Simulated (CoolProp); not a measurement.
Computed with CoolProp (reference Helmholtz-energy equation of state, Schroeder 2014).

Task: Give the vapour pressure (kPa), liquid density (kg/m³), enthalpy of vaporisation (kJ/kg), liquid cp (kJ/(kg K)) of saturated ethanol at 134.05, 153.15 °C.

Result: 
| T (°C) | p (kPa) | liquid density (kg/m³) | enthalpy of vaporisation (kJ/kg) | liquid cp (kJ/(kg K)) |
|---|---|---|---|---|
| 134.05 | 643 | 673 | 733 | 3.61 |
| 153.15 | 1060 | 645 | 679 | 3.88 |
